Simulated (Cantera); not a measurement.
A closed system holds: 1 mol CF4, 0.044 mol H2, equilibrated at 1475 K and 0.590 bar.

Equilibrium computed with Cantera from the NASA thermochemical tables; the gas is ideal and each condensed phase is pure. Candidate condensed phases: C, C6H6, C7H8, C8H18; 95 gas species. Gases not in the tables: C2F6 and larger saturated fluorocarbons. Kinetics and transport are ignored.

Problem. What is the equilibrium state?

Solution. 
```
Item                Result
--------------  ----------
x(CF4)               0.917
x(HF)               0.0825
x(CF2)             3.65e-5
x(CF3)             2.46e-5
x(CHF3)            2.52e-6
x(F)               1.86e-6
n(C(graphite))  0.0220 mol
gas amount       1.066 mol
```
